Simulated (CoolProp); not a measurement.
Vapour-liquid equilibrium of propane (1) + neopentane (2) at 11.15 °C; x and y are mole fractions of (1).

Computed with CoolProp (multi-fluid Helmholtz-energy mixture model, Lemmon 2009 and Lemmon 2006; pair parameters Bell 2016).

```json
[
 {"x": "0.05", "bubble pressure (bar)": "1.208", "y at the bubble point": "0.149", "dew pressure at overall composition x (bar)": "1.116", "liquid density (mol/L)": "8.451"},
 {"x": "0.15", "bubble pressure (bar)": "1.481", "y at the bubble point": "0.372", "dew pressure at overall composition x (bar)": "…", "liquid density (mol/L)": "8.750"},
 {"x": "0.25", "bubble pressure (bar)": "1.789", "y at the bubble point": "0.539", "dew pressure at overall composition x (bar)": "1.318", "liquid density (mol/L)": "9.066"},
 {"x": "0.35", "bubble pressure (bar)": "2.156", "y at the bubble point": "0.672", "dew pressure at overall composition x (bar)": "1.448", "liquid density (mol/L)": "9.396"},
 {"x": "0.45", "bubble pressure (bar)": "2.606", "y at the bubble point": "0.776", "dew pressure at overall composition x (bar)": "1.609", "liquid density (mol/L)": "9.741"},
 {"x": "0.55", "bubble pressure (bar)": "3.159", "y at the bubble point": "0.856", "dew pressure at overall composition x (bar)": "…", "liquid density (mol/L)": "10.10"},
 {"x": "0.65", "bubble pressure (bar)": "3.820", "y at the bubble point": "0.914", "dew pressure at overall composition x (bar)": "2.084", "liquid density (mol/L)": "10.46"},
 {"x": "0.75", "bubble pressure (bar)": "4.578", "y at the bubble point": "0.954", "dew pressure at overall composition x (bar)": "2.473", "liquid density (mol/L)": "10.82"},
 {"x": "0.85", "bubble pressure (bar)": "5.394", "y at the bubble point": "0.980", "dew pressure at overall composition x (bar)": "3.105", "liquid density (mol/L)": "11.17"},
 {"x": "0.95", "bubble pressure (bar)": "…", "y at the bubble point": "0.995", "dew pressure at overall composition x (bar)": "4.477", "liquid density (mol/L)": "11.49"}
]
```

Task: What belongs in the gaps?

Result: 
- 0.15, dew pressure at overall composition x (bar): 1.209
- 0.55, dew pressure at overall composition x (bar): 1.813
- 0.95, bubble pressure (bar): 6.201

No azeotrope shows between x = 0.05 and 0.95.

The pair parameters rest on a limited set of measurements; away from them the model extrapolates.
